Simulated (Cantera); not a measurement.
Input (Python, Cantera) and output of one run.

```python
import numpy as np
import cantera as ct

gas_names = [...]  # 136 gases of nasa_gas.yaml made of C, H, N, O
cond_names = """
    C(gr) C6H6(L) C7H8(L) C8H18(L),n-octa H2O(s) H2O(L)
""".split()


# ... load() reads the species with a 1 bar reference pressure and builds the phases ...
atoms = {
    'C3H6': {'C': 3, 'H': 6},
    'O2': {'O': 2},
    'N2': {'N': 2},
}
top_T = {'C(gr)': 4500}  # K; cautious upper limits of use, not melting points


# ... equilibrate(T, P, feed) seeds the gas with the atoms and calls Mixture.equilibrate('TP', solver="vcs", rtol=1e-11, max_steps=5000) ...
results = []
feed = {'C3H6': 1, 'O2': 1.2, 'N2': 0.97}  # mol
P = 133.322  # Pa
for T in [773, 923, 1073, 1223, 1373, 1523, 1673, 1823, 1973, 2123, 2273, 2423, 2573, 2723]:
    mix = equilibrate(T, P, feed)
    results.append((T, P, feed, dict(zip(mix.species_names, mix.species_moles))))
    x = sorted(zip(gas.X, gas.species_names), reverse=True)
    print(f"T = {T:g} K  P = {P:g} Pa  gas = {mix.phase_moles(0):.4g} mol")
    print("   x: " + "  ".join(f"{s} {v:.3e}" for v, s in x if v > 0.0001))
    print("   condensed (mol): " + ("  ".join(f"{mix.phase(i).name} {mix.phase_moles(i):.4g}"
          for i in range(1, mix.n_phases) if mix.phase_moles(i) > 1e-12) or "none"))
```

Output:

```
T = 773 K  P = 133.322 Pa  gas = 6.106 mol
   x: H2 4.803e-01  CO 3.176e-01  N2 1.589e-01  CO2 3.285e-02  H2O 9.695e-03  CH4 6.513e-04
   condensed (mol): C(gr) 0.8558
T = 923 K  P = 133.322 Pa  gas = 6.363 mol
   x: H2 4.709e-01  CO 3.756e-01  N2 1.524e-01  CO2 5.934e-04  H2O 3.642e-04
   condensed (mol): C(gr) 0.6057
T = 1073 K  P = 133.322 Pa  gas = 6.37 mol
   x: H2 4.709e-01  CO 3.767e-01  N2 1.523e-01
   condensed (mol): C(gr) 0.6003
T = 1223 K  P = 133.322 Pa  gas = 6.37 mol
   x: H2 4.709e-01  CO 3.768e-01  N2 1.523e-01
   condensed (mol): C(gr) 0.5999
T = 1373 K  P = 133.322 Pa  gas = 6.37 mol
   x: H2 4.709e-01  CO 3.768e-01  N2 1.522e-01  HCN 1.063e-04
   condensed (mol): C(gr) 0.5993
T = 1523 K  P = 133.322 Pa  gas = 6.371 mol
   x: H2 4.705e-01  CO 3.767e-01  N2 1.521e-01  H 4.342e-04  HCN 3.318e-04
   condensed (mol): C(gr) 0.5978
T = 1673 K  P = 133.322 Pa  gas = 6.377 mol
   x: H2 4.689e-01  CO 3.764e-01  N2 1.517e-01  H 2.136e-03  HCN 8.407e-04
   condensed (mol): C(gr) 0.5941
T = 1823 K  P = 133.322 Pa  gas = 6.396 mol
   x: H2 4.640e-01  CO 3.752e-01  N2 1.507e-01  H 8.082e-03  HCN 1.814e-03
   condensed (mol): C(gr) 0.5867
T = 1973 K  P = 133.322 Pa  gas = 6.45 mol
   x: H2 4.506e-01  CO 3.721e-01  N2 1.486e-01  H 2.481e-02  HCN 3.426e-03  C2H2,acetylene 2.887e-04  HNC 1.852e-04
   condensed (mol): C(gr) 0.5729
T = 2123 K  P = 133.322 Pa  gas = 6.58 mol
   x: H2 4.203e-01  CO 3.648e-01  N2 1.443e-01  H 6.370e-02  HCN 5.729e-03  C2H2,acetylene 6.961e-04  HNC 4.017e-04
   condensed (mol): C(gr) 0.5503
T = 2273 K  P = 133.322 Pa  gas = 6.845 mol
   x: H2 3.630e-01  CO 3.506e-01  H 1.386e-01  N2 1.370e-01  HCN 8.451e-03  C2H2,acetylene 1.368e-03  HNC 7.419e-04  CN 1.310e-04
   condensed (mol): C(gr) 0.5168
T = 2423 K  P = 133.322 Pa  gas = 7.304 mol
   x: CO 3.286e-01  H2 2.752e-01  H 2.547e-01  N2 1.265e-01  HCN 1.083e-02  C2H2,acetylene 2.129e-03  HNC 1.158e-03  CN 5.189e-04  C2H 1.196e-04  C3 1.082e-04
   condensed (mol): C(gr) 0.4726
T = 2573 K  P = 133.322 Pa  gas = 7.944 mol
   x: H 3.909e-01  CO 3.021e-01  H2 1.727e-01  N2 1.145e-01  HCN 1.189e-02  C2H2,acetylene 2.519e-03  CN 1.721e-03  HNC 1.511e-03  C3 1.123e-03  C2H 4.758e-04  C 3.309e-04  C2 1.049e-04
   condensed (mol): C(gr) 0.4002
T = 2723 K  P = 133.322 Pa  gas = 8.667 mol
   x: H 4.998e-01  CO 2.769e-01  N2 1.030e-01  H2 8.683e-02  HCN 1.116e-02  C3 8.932e-03  CN 4.953e-03  C2H2,acetylene 2.223e-03  C 2.079e-03  HNC 1.654e-03  C2H 1.415e-03  C2 8.591e-04
   condensed (mol): C(gr) 0.1129
```

Method: chemical equilibrium by Gibbs-energy minimisation in Cantera with the NASA 1993 tables (ideal gas, pure condensed phases).
